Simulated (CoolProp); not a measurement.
A single-stage vapour-compression cycle with vinyl chloride: evaporating at 322.15 K (dew point), condensing at 357.15 K (bubble point), superheat 5 K, subcooling 5 K, compressor efficiency 0.75, no pressure losses. Each further row changes one setting.

Model: reference Helmholtz-energy equation of state, Thol 2022, in CoolProp.

```tsv
case	cooling COP	pressure ratio	discharge temperature (K)	refrigerating effect (kJ/kg)	volumetric capacity (kJ/m³)
as stated	…	2.21	381.9	255	5040
evaporating temperature 327.15 K	7.27	…	378.7	258	5750
condensing temperature 352.15 K	7.20	1.99	…	263	5210
subcooling 10 K	…	2.21	381.9	263	5210
superheat 15 K	…	2.21	392.2	…	5020
compressor efficiency 0.65	5.23	2.21	…	255	5040
```

Q: Fill in the missing entries.

A: 
- as stated, cooling COP: 6.04
- evaporating temperature 327.15 K, pressure ratio: 1.95
- condensing temperature 352.15 K, discharge temperature (K): 374.5
- subcooling 10 K, cooling COP: 6.24
- superheat 15 K, cooling COP: 6.01
- superheat 15 K, refrigerating effect (kJ/kg): 265
- compressor efficiency 0.65, discharge temperature (K): 387.2
